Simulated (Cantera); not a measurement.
Cantera run:

```python
import numpy as np
import cantera as ct

gas_names = """
    CL CL2 H HCL H2 N NH NH2 NH3 N2 N2H2 N2H4 Si SiCL SiCL2 SiCL3 SiCL4 SiH SiHCL3 SiH2 SiH2CL2 SiH3
    SiH3CL SiH4 SiN Si2 Si2N Si3
""".split()
cond_names = """
    NH4CL(a) NH4CL(b) Si(cr) Si(L) Si3N4(a)
""".split()


def load(file, names, dense=False):
    # The tables refer to 1 bar. Condensed volumes are neglected.
    table = {s.name: s for s in ct.Species.list_from_file(file)}
    out = []
    for n in names:
        d = dict(table[n].input_data)
        d["thermo"] = dict(d["thermo"], **{"reference-pressure": 1e5})
        if dense:
            d["equation-of-state"] = {"model": "constant-volume", "density": "1e6 g/cm^3"}
        out.append(ct.Species.from_dict(d))
    return out


gas = ct.Solution(thermo="ideal-gas", species=load("nasa_gas.yaml", gas_names))
cond = {s.name: ct.Solution(thermo="fixed-stoichiometry", species=[s], name=s.name)
        for s in load("nasa_condensed.yaml", cond_names, dense=True)}
atoms = {
    'Si': {'Si': 1},
    'HCl': {'H': 1, 'CL': 1},
    'N2': {'N': 2},
}
top_T = {'Si3N4(a)': 2400}  # K; cautious upper limits of use, not melting points


def equilibrate(T, P, feed):
    n = {}
    for name, mol in feed.items():
        for a, k in atoms[name].items():
            n[a] = n.get(a, 0.0) + k * mol
    gas.TPX = T, P, n
    mass = sum(n.values()) * gas.mean_molecular_weight
    gas.equilibrate("TP")
    valid = [c for c in cond.values() if c.min_temp <= T <= top_T.get(c.name, c.max_temp)]
    mix = ct.Mixture([(gas, mass / gas.mean_molecular_weight)] + [(c, 0.0) for c in valid])
    mix.T, mix.P = T, P
    mix.equilibrate("TP", solver="vcs", rtol=1e-11, max_steps=5000)
    return mix


results = []
feed = {'Si': 1, 'HCl': 9.6, 'N2': 0.98}  # mol
P = 1.1  # Pa
for T in [648, 698, 748, 798, 848, 898, 948, 998, 1048, 1098, 1148, 1198, 1248, 1298]:
    mix = equilibrate(T, P, feed)
    results.append((T, P, feed, dict(zip(mix.species_names, mix.species_moles))))

top = {s: max(r[3][s] / sum(r[3][g] for g in gas_names) for r in results) for s in gas_names}
cols = sorted((s for s in top if top[s] > 1e-06), key=lambda s: -top[s])[:7]
seen = [c for c in cond_names if any(r[3].get(c, 0) > 1e-12 for r in results)]
print("log10 of partial pressures in bar; condensed amounts in mol")
print(f"{'T/K':>10s}" + "".join(f"{s[:9]:>10s}" for s in cols + seen))
for T, P, feed, n in results:
    ng = sum(n[g] for g in gas_names)
    print(f"{T:10.4g}" + "".join(f"{np.log10(max(n[s] / ng * P / 1e5, 1e-99)):10.3f}" for s in cols)
          + "".join(f"{n.get(c, 0):10.4g}" for c in seen))
```

Result:

```
log10 of partial pressures in bar; condensed amounts in mol
       T/K       HCL        H2     SiCL4        N2     SiCL2     SiCL3        CL  Si3N4(a)
       648    -5.192    -5.639    -5.940    -5.949   -16.200   -12.481   -17.217         0
       698    -5.192    -5.639    -5.940    -5.949   -14.445   -11.457   -15.966         0
       748    -5.192    -5.639    -5.940    -5.949   -12.929   -10.572   -14.881         0
       798    -5.192    -5.639    -5.940    -5.949   -11.606    -9.800   -13.931         0
       848    -5.192    -5.639    -5.941    -5.949   -10.443    -9.121   -13.091         0
       898    -5.192    -5.640    -5.942    -5.949    -9.414    -8.520   -12.343         0
       948    -5.191    -5.641    -5.946    -5.949    -8.501    -7.988   -11.672         0
       998    -5.183    -5.656    -5.969    -5.956    -7.729    -7.544   -11.053  0.006157
      1048    -5.180    -5.669    -6.012    -5.954    -7.047    -7.161   -10.497 0.0002103
      1098    -5.162    -5.720    -6.135    -5.962    -6.581    -6.932    -9.956         0
      1148    -5.140    -5.795    -6.352    -5.972    -6.301    -6.848    -9.443         0
      1198    -5.123    -5.868    -6.654    -5.981    -6.148    -6.875    -8.972         0
      1248    -5.113    -5.920    -7.020    -5.986    -6.070    -6.974    -8.552         0
      1298    -5.108    -5.948    -7.417    -5.989    -6.031    -7.112    -8.178         0
```

These are equilibrium values from Cantera (NASA tables, ideal gas, pure condensed phases), not measurements of a reactor. N2 is the only nitrogen source here; it is nearly inert below about 1500 K, so the nitride shown seldom forms there in practice. The tables' values for SiCl3 are old estimates; treat these amounts as uncertain.
